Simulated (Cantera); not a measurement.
An isothermal, constant-pressure homogeneous reactor starts with CH4 : H2O = 1 : 4.5 (molar parts), at 1725 K and 1.58 atm.

Detailed kinetics in Cantera: GRI-Mech 3.0 (53 species, 325 reactions).

x: mole fraction; the columns are a selection and need not sum to one.

| t (s) | x CH4 | x H2O | x CH2CO | x H | x CH2O | x O | x OH |
|---|---|---|---|---|---|---|---|
| 9.00e-6 | 0.182 | 0.818 | <1e-12 | 1.21e-6 | 8.61e-8 | 1.84e-10 | 3.32e-6 |
| 2.32e-5 | 0.181 | 0.818 | 9.14e-12 | 1.52e-6 | 1.10e-6 | 7.99e-10 | 6.91e-6 |
| 5.96e-5 | 0.180 | 0.818 | (withheld) | 2.48e-6 | 8.79e-6 | 2.11e-9 | 1.14e-5 |
| 0.000153 | 0.175 | 0.816 | (withheld) | 5.36e-6 | 4.10e-5 | 4.19e-9 | 1.63e-5 |
| 0.000394 | 0.162 | 0.809 | (withheld) | 1.24e-5 | 7.85e-5 | 4.92e-9 | 1.83e-5 |
| 0.00101 | 0.136 | 0.789 | (withheld) | 2.34e-5 | 5.51e-5 | 3.25e-9 | 1.63e-5 |
| 0.00261 | 0.101 | 0.757 | (withheld) | 3.78e-5 | 3.07e-5 | 2.00e-9 | 1.43e-5 |
| 0.00671 | 0.0642 | 0.720 | 8.11e-5 | 5.35e-5 | 1.57e-5 | 1.42e-9 | 1.29e-5 |
| 0.0173 | 0.0376 | 0.673 | 7.67e-5 | 6.91e-5 | 7.62e-6 | 1.20e-9 | 1.16e-5 |
| 0.0444 | 0.0250 | 0.611 | (withheld) | 8.07e-5 | 3.70e-6 | 1.10e-9 | 9.74e-6 |
| 0.114 | 0.0182 | 0.539 | (withheld) | 8.77e-5 | 1.73e-6 | 1.04e-9 | 7.68e-6 |
| 0.294 | 0.0106 | 0.478 | (withheld) | 9.27e-5 | 6.92e-7 | 1.02e-9 | 6.23e-6 |
| 0.756 | 0.00350 | 0.445 | (withheld) | 9.52e-5 | 2.02e-7 | 9.81e-10 | 5.55e-6 |
| 1.94 | 0.000316 | 0.437 | (withheld) | 9.61e-5 | 4.45e-8 | 9.57e-10 | 5.39e-6 |
| 5.00 | 9.28e-7 | 0.437 | 1.97e-11 | 9.69e-5 | 2.99e-8 | 9.70e-10 | 5.42e-6 |

Task: Fill in the missing entries.

Result: 
- 5.96e-5, x CH2CO: 1.18e-9
- 0.000153, x CH2CO: 9.21e-8
- 0.000394, x CH2CO: 3.49e-6
- 0.00101, x CH2CO: 2.93e-5
- 0.00261, x CH2CO: 6.39e-5
- 0.0444, x CH2CO: 5.10e-5
- 0.114, x CH2CO: 2.28e-5
- 0.294, x CH2CO: 6.11e-6
- 0.756, x CH2CO: 6.04e-7
- 1.94, x CH2CO: 1.05e-8
